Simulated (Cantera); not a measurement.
## Ignition delay

Mixture: 7.05 % CH4, 0.529 % C2H6, 20.5 % O2, 72.0 % N2, equivalence ratio 0.78, at 810000 Pa, adiabatic and at constant volume. Ignition delay is the time to a rise of 400 K.

Cantera simulation using GRI-Mech 3.0 (53 species, 325 reactions); the numbers are that mechanism's predictions, not measurements.

```json
[
 {"T0 (K)": "1273", "delay (ms)": "0.583"},
 {"T0 (K)": "1323", "delay (ms)": "0.348"},
 {"T0 (K)": "1373", "delay (ms)": "0.213"},
 {"T0 (K)": "1423", "delay (ms)": "0.132"},
 {"T0 (K)": "1473", "delay (ms)": "0.0840"},
 {"T0 (K)": "1523", "delay (ms)": "0.0542"},
 {"T0 (K)": "1573", "delay (ms)": "0.0357"}
]
```

```json
{
 "apparent activation energy between 1473 and 1573 K": "170 kJ/mol"
}
```
